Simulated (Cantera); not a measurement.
Input (Python, Cantera) and output of one run.

```python
import numpy as np
import cantera as ct

gas_names = [...]  # 62 gases of nasa_gas.yaml made of F, H, N, O, S
cond_names = """
    H2O(s) H2O(L) H2SO4(L) S(cr1) S(cr2) S(L)
""".split()


# ... load() reads the species with a 1 bar reference pressure and builds the phases ...
atoms = {
    'NF3': {'N': 1, 'F': 3},
    'SO2': {'S': 1, 'O': 2},
    'N2': {'N': 2},
    'H2O': {'H': 2, 'O': 1},
}
top_T = {}  # K; cautious upper limits of use, not melting points


# ... equilibrate(T, P, feed) seeds the gas with the atoms and calls Mixture.equilibrate('TP', solver="vcs", rtol=1e-11, max_steps=5000) ...
results = []
feed = {'NF3': 1, 'SO2': 0.0035, 'N2': 34, 'H2O': 0.59}  # mol
T = 3148  # K
P = 8100  # Pa
mix = equilibrate(T, P, feed)
results.append((T, P, feed, dict(zip(mix.species_names, mix.species_moles))))
x = sorted(zip(gas.X, gas.species_names), reverse=True)
print(f"T = {T:g} K  P = {P:g} Pa  gas = {mix.phase_moles(0):.4g} mol")
print("   x: " + "  ".join(f"{s} {v:.3e}" for v, s in x if v > 1e-05))
print("   condensed (mol): " + ("  ".join(f"{mix.phase(i).name} {mix.phase_moles(i):.4g}"
      for i in range(1, mix.n_phases) if mix.phase_moles(i) > 1e-12) or "none"))
```

It prints:

```
T = 3148 K  P = 8100 Pa  gas = 38.16 mol
   x: N2 9.027e-01  F 5.098e-02  HF 2.763e-02  O 1.229e-02  H 3.173e-03  NO 2.520e-03  O2 3.626e-04  N 1.155e-04  OH 8.835e-05  S 7.259e-05  SO 1.782e-05  H2 1.375e-05
   condensed (mol): none
```

Cantera equilibrium calculation (NASA polynomials, part measured and part estimated; ideal gas, pure solids and liquids).
